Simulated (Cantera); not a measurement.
Feed: 1 mol SiH₄, 3.6 mol HCl, 22 mol H₂, at 133 Pa.

Method: chemical equilibrium by Gibbs-energy minimisation in Cantera with the NASA 1993 tables (ideal gas, pure condensed phases). Candidate condensed phases: Si; 19 gas species. Gases not in the tables: Si₂H₆ and higher silanes. The numbers say what is thermodynamically allowed, not how fast it happens.

Q: Which condensed phases are stable at each of these points (T (K)): 848, 948, 1048, 1148, 1248, 1348, 1448, 1548, 1648, 1748?

A: 
```
T (K)  condensed phases  Si condensed (%)
-----  ----------------  ----------------
848               Si(s)              13.2
948               Si(s)              23.3
1048              Si(s)              35.7
1148              Si(s)              41.0
1248              Si(s)              39.7
1348              Si(s)              36.9
1448              Si(s)              34.3
1548              Si(s)              32.0
1648              Si(s)              29.4
1748              Si(l)              28.2
```

From 848 K to 1648 K the condensed part is Si(s). At 1748 K the condensed part is Si(l).
